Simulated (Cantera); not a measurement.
Input: 1 mol CuO, 1.2 mol H2, 1.7 mol H2O, equilibrated at 1877 °C and 110 Pa.

Cantera equilibrium calculation (NASA polynomials, part measured and part estimated; ideal gas, pure solids and liquids). Candidate condensed phases: Cu, CuO, Cu(OH)2, Cu2O, H2O; 12 gas species. The numbers say what is thermodynamically allowed, not how fast it happens.

Base state: H2O 0.565, Cu 0.240, H2 0.0956, H 0.0393, OH 0.0300, O2 0.0218, O 0.00869, CuO 0.000109 (mole fractions); condensed: gas only.

Q: What changes in the equilibrium state with this change: temperature from 1877 °C to 977 °C?

A: 
```json
[
 {"species": "H2O", "before": "0.565", "after": "0.931"},
 {"species": "H2", "before": "0.0956", "after": "0.0690"},
 {"species": "Cu", "before": "0.240", "after": "4.21e-5"},
 {"species": "H", "before": "0.0393", "after": "3.83e-6"},
 {"species": "O2", "before": "0.0218", "after": "<1e-9"},
 {"species": "OH", "before": "0.0300", "after": "5.33e-7"},
 {"species": "O", "before": "0.00869", "after": "<1e-9"},
 {"species": "CuO", "before": "0.000109", "after": "<1e-9"},
 {"species": "Cu2", "before": "2.66e-5", "after": "2.08e-9"},
 {"species": "Cu(s), mol", "before": "0", "after": "1.000"}
]
```
